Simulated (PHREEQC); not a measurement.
Solution (25 °C): 0.0015 mol NaOH, 0.00032 mol H3BO3 and 0.0001 mol (CH3)4NCl per kg of water. Closed to the air; pH follows from the charge balance.

Equilibrium calculation in PHREEQC: ion-association model, phreeqc.dat.

This is a speciation only: nothing precipitates in the calculation.

Question: Estimate the pH.

Answer: pH 11.05.

Question: In which forms is B present?

Answer: H2BO3- 99 %, H3BO3 1.5 % of the B.

(CH3)4N+ isn't in the database: it is added as a free cation with an ion size of 4 Å.
